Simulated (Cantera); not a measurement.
Input: 1 mol Si, a varied amount of NF₃, equilibrated at 1123 K and 75.0 Pa.

Equilibrium computed with Cantera from the NASA thermochemical tables; the gas is ideal and each condensed phase is pure. Candidate condensed phases: Si, Si₃N₄; 16 gas species. Equilibrium is a limit: real reactors are often held back by kinetics, nucleation or transport.

Problem. Which condensed phases are stable at each of these points (n(NF₃) (mol)): 0.72, 0.95, 1.2, 1.6, 2.1, 2.8, 3.6, 4.8, 6.2?

Solution. 
| n(NF₃) (mol) | condensed phases | Si condensed (%) |
|---|---|---|
| 0.72 | Si₃N₄(s) | 46.0 |
| 0.95 | Si₃N₄(s) | 28.7 |
| 1.2 | Si₃N₄(s) | 9.9 |
| 1.6 | gas only | 0.0 |
| 2.1 | gas only | 0.0 |
| 2.8 | gas only | 0.0 |
| 3.6 | gas only | 0.0 |
| 4.8 | gas only | 0.0 |
| 6.2 | gas only | 0.0 |

From 0.72 mol NF₃ to 1.2 mol NF₃ the condensed part is Si₃N₄(s). From 1.6 mol NF₃ to 6.2 mol NF₃ nothing is condensed.
